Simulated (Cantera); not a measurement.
An isothermal, constant-pressure homogeneous reactor starts with CH4 : N2 = 8.3 : 57 (molar parts), at 1775 K and 6800 Pa.

Cantera simulation using GRI-Mech 3.0 (53 species, 325 reactions); the numbers are that mechanism's predictions, not measurements. GRI-Mech 3.0 stops at C3 and has no aromatics, soot or wall deposition, so with more carbon than oxygen in the feed, carbon stays in small species such as C2H2 where larger ones or solid carbon would form.

One state of this run: x CH4 = 0.0591; x C2H = 3.60e-7; x C2H6 = 5.08e-5; x CH2 = 2.45e-6; x C2H2 = 0.0264; x HCN = 4.80e-7; x H = 0.000149. x: mole fraction; the columns are a selection and need not sum to one.

Problem. Which value of t (s) does it belong to?
A) 0.00206
B) 0.460
C) 0.0179
D) 4.00

Solution. C, 0.0179
